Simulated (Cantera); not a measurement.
An isothermal, constant-pressure homogeneous reactor starts with H₂ : O₂ = 0.2 : 1 (molar parts), at 1450 K and 10.00 Torr.

Detailed kinetics in Cantera: GRI-Mech 3.0 (53 species, 325 reactions). Radical loss at walls, strong at low pressure, is not modelled. The temperature is held fixed by assumption; the heat of reaction is taken as removed at once.

One state of this run: x H₂ = 0.000478; x O₂ = 0.812; x H₂O₂ = 6.38e-8; x H = 0.000523; x HO₂ = 1.74e-6; x H₂O = 0.178; x OH = 0.00470. x: mole fraction; the columns are a selection and need not sum to one.

**Question.** Which value of t (s) does it belong to?
A. 0.122
B. 3.32
C. 1.11
D. 0.00150

**Answer.** A, 0.122
